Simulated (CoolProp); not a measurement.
Computed with CoolProp (reference Helmholtz-energy equation of state, Lemmon 2006). It is a short technical equation, of lower accuracy than the large ones.

**Question.** For isohexane, give the phase and the speed of sound (m/s) at 206.65 °C and 9.34 MPa; 115.05 °C and 0.0174 MPa.

**Answer.** 
- 206.65 °C and 9.34 MPa: liquid; speed of sound 469
- 115.05 °C and 0.0174 MPa: gas; speed of sound 197
